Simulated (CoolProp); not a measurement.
CH2F2 (R32) along the isotherm -61.25 °C: fugacity coefficient from the reference equation and from simpler models built on Tc = 78.1 °C, pc = 57.83 bar, ω = 0.277; each cubic takes its own stable root.

Model: reference Helmholtz-energy equation of state, Tillner-Roth 1997, in CoolProp.

```json
[
 {"p (bar)": "0.274", "phase": "gas", "reference": "0.9869", "van der Waals": "0.9955", "Redlich-Kwong": "0.9935", "Soave-Redlich-Kwong": "0.9926", "Peng-Robinson": "0.9924"},
 {"p (bar)": "0.414", "phase": "gas", "reference": "0.9801", "van der Waals": "0.9932", "Redlich-Kwong": "0.9902", "Soave-Redlich-Kwong": "0.9889", "Peng-Robinson": "0.9885"},
 {"p (bar)": "0.624", "phase": "liquid", "reference": "0.9423", "van der Waals": "0.9897", "Redlich-Kwong": "0.9852", "Soave-Redlich-Kwong": "0.9197", "Peng-Robinson": "0.9391"},
 {"p (bar)": "0.942", "phase": "liquid", "reference": "0.6247", "van der Waals": "0.9845", "Redlich-Kwong": "0.9777", "Soave-Redlich-Kwong": "0.6098", "Peng-Robinson": "0.6226"},
 {"p (bar)": "1.42", "phase": "liquid", "reference": "0.4149", "van der Waals": "0.9766", "Redlich-Kwong": "0.8569", "Soave-Redlich-Kwong": "0.4051", "Peng-Robinson": "0.4136"},
 {"p (bar)": "2.14", "phase": "liquid", "reference": "0.2758", "van der Waals": "0.9648", "Redlich-Kwong": "0.5699", "Soave-Redlich-Kwong": "0.2694", "Peng-Robinson": "0.2750"},
 {"p (bar)": "3.23", "phase": "liquid", "reference": "0.1832", "van der Waals": "0.9468", "Redlich-Kwong": "0.3789", "Soave-Redlich-Kwong": "0.1791", "Peng-Robinson": "0.1827"},
 {"p (bar)": "4.88", "phase": "liquid", "reference": "0.1217", "van der Waals": "0.9196", "Redlich-Kwong": "0.2521", "Soave-Redlich-Kwong": "0.1191", "Peng-Robinson": "0.1215"},
 {"p (bar)": "7.36", "phase": "liquid", "reference": "0.08119", "van der Waals": "0.6506", "Redlich-Kwong": "0.1685", "Soave-Redlich-Kwong": "0.07960", "Peng-Robinson": "0.08109"},
 {"p (bar)": "11.1", "phase": "liquid", "reference": "0.05431", "van der Waals": "0.4390", "Redlich-Kwong": "0.1130", "Soave-Redlich-Kwong": "0.05339", "Peng-Robinson": "0.05432"},
 {"p (bar)": "16.7", "phase": "liquid", "reference": "0.03658", "van der Waals": "0.2995", "Redlich-Kwong": "0.07647", "Soave-Redlich-Kwong": "0.03610", "Peng-Robinson": "0.03665"},
 {"p (bar)": "25.3", "phase": "liquid", "reference": "0.02465", "van der Waals": "0.2057", "Redlich-Kwong": "0.05186", "Soave-Redlich-Kwong": "0.02446", "Peng-Robinson": "0.02476"},
 {"p (bar)": "38.1", "phase": "liquid", "reference": "0.01687", "van der Waals": "0.1449", "Redlich-Kwong": "0.03585", "Soave-Redlich-Kwong": "0.01689", "Peng-Robinson": "0.01702"},
 {"p (bar)": "57.5", "phase": "liquid", "reference": "0.01171", "van der Waals": "0.1049", "Redlich-Kwong": "0.02525", "Soave-Redlich-Kwong": "0.01187", "Peng-Robinson": "0.01189"},
 {"p (bar)": "86.7", "phase": "liquid", "reference": "0.008317", "van der Waals": "0.07945", "Redlich-Kwong": "0.01834", "Soave-Redlich-Kwong": "0.008602", "Peng-Robinson": "0.008527"}
]
```

At some of these states van der Waals, Redlich-Kwong gives the other phase, because its saturation line lies elsewhere.
